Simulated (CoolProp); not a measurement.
A closed Brayton cycle with carbon dioxide: compressor inlet 308.15 K and 8.2 MPa, high pressure 24.7 MPa, turbine inlet 865 K, compressor efficiency 0.85, turbine efficiency 0.93, recuperator effectiveness 0.8 (on enthalpy, no pinch check). Each further row changes one setting.

The numbers come from the reference Helmholtz-energy equation of state, Span 1996 in CoolProp.

| case | thermal efficiency (%) | net work (kJ/kg) | compressor to turbine work | compressor exit (K) | turbine exit (K) |
|---|---|---|---|---|---|
| as stated | … | 126 | 0.19 | 350.1 | 725.8 |
| turbine inlet 815 K | … | … | … | 350.1 | 680.8 |
| compressor inlet 318.15 K | 32.6 | … | … | … | 725.8 |
| high pressure 21 MPa | 31.0 | 111 | 0.18 | 343.3 | 745.6 |
| recuperator effectiveness 0.5 | 24.7 | 126 | 0.19 | 350.1 | 725.8 |

Task: Complete the blanks.

Result: 
- as stated, thermal efficiency (%): 33.4
- turbine inlet 815 K, thermal efficiency (%): 32.5
- turbine inlet 815 K, net work (kJ/kg): 116
- turbine inlet 815 K, compressor to turbine work: 0.21
- compressor inlet 318.15 K, net work (kJ/kg): 104
- compressor inlet 318.15 K, compressor to turbine work: 0.33
- compressor inlet 318.15 K, compressor exit (K): 403.9
